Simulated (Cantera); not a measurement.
Charge: 1 mol Si, a varied amount of N2O, 2.6 mol N2, held at 1677 °C and 0.0133 bar.

Method: chemical equilibrium by Gibbs-energy minimisation in Cantera with the NASA 1993 tables (ideal gas, pure condensed phases). Candidate condensed phases: Si, SiO2, Si2N2O, Si3N4; 16 gas species. The tables hold silica as quartz up to 1696 K and as liquid above; real silica turns to tridymite and cristobalite and melts near 1996 K. The numbers say what is thermodynamically allowed, not how fast it happens.

**Question.** What share of the Si ends up in condensed phases as a function of n(N2O) (mol), at 0.18, 0.5, 0.81, 1.1, 1.4, 1.7, 2.1, 2.4, 2.7?

**Answer.** 
| n(N2O) (mol) | Si condensed (%) | as |
|---|---|---|
| 0.18 | 81.4 | Si(l) |
| 0.5 | 49.3 | Si(l) |
| 0.81 | 18.1 | Si(l) |
| 1.1 | 10.0 | SiO2(condensed) |
| 1.4 | 40.0 | SiO2(condensed) |
| 1.7 | 70.0 | SiO2(condensed) |
| 2.1 | 100.0 | SiO2(condensed) |
| 2.4 | 100.0 | SiO2(condensed) |
| 2.7 | 100.0 | SiO2(condensed) |
